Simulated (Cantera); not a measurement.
Input: 1 mol CuO, 0.98 mol CH₄, 0.38 mol N₂, equilibrated at 2275 K and 5.20 mbar.

Equilibrium computed with Cantera from the NASA thermochemical tables; the gas is ideal and each condensed phase is pure. Candidate condensed phases: C, C₆H₆, C₇H₈, C₈H₁₈, Cu, CuO, Cu(OH)₂, Cu₂O, H₂O; 139 gas species. Equilibrium is a limit: real reactors are often held back by kinetics, nucleation or transport.

Base state: H₂ 0.396, Cu 0.223, CO 0.218, N₂ 0.0847, H 0.0741, H₂O 0.00393, CO₂ 0.000392, OH 0.000115 (mole fractions); condensed: gas only.

Question: What changes in the equilibrium state with this change: pressure from 5.20 mbar to 33.0 Pa?

Answer: 
```tsv
species	before	after
H₂	0.396	0.273
H	0.0741	0.244
Cu	0.223	0.203
CO	0.218	0.199
N₂	0.0847	0.0772
Cu₂	5.94e-5	3.13e-6
O	1.47e-5	0.000255
```
